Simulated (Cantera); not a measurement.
Thermodynamics of iron carbonyl, mercury and lead vapours, feed PbO + O₂ + N₂ + CO

Input: 1 mol PbO, 0.011 mol O₂, 0.93 mol N₂, a varied amount of CO, held at 2.93 Torr.

Method: chemical equilibrium by Gibbs-energy minimisation in Cantera with the NASA 1993 tables (ideal gas, pure condensed phases). Candidate condensed phases: C, Pb, PbO, PbO₂, Pb₃O₄; 27 gas species. Each liquid is taken as pure. Mutual solubility and eutectic melting of coexisting phases are not modelled. Equilibrium is a limit: real reactors are often held back by kinetics, nucleation or transport.

Stable condensed phases:

```
T in K \ n(CO) in mol
         0.054 0.079  0.11  0.17  0.24  0.35   0.5  0.72     1
   1550      A     A     A     A     A     A     A     A     A
   1500      A     A     A     A     A     A     A     A     A
   1450      A     A     A     A     A     A     A     A     A
   1400      A     A     A     A     A     A     A     A     A
   1350      B     B     B     B     B     B     A     A     A
   1300      B     B     B     B     B     B     B     A     A
   1250      B     B     B     B     B     B     B     B     A
   1200      B     B     B     B     B     C     C     C     D
   1150      B     B     C     C     C     C     C     C     C
   1100      C     C     C     C     C     C     C     C     C
```

A: gas only; B: PbO; C: Pb + PbO; D: Pb.
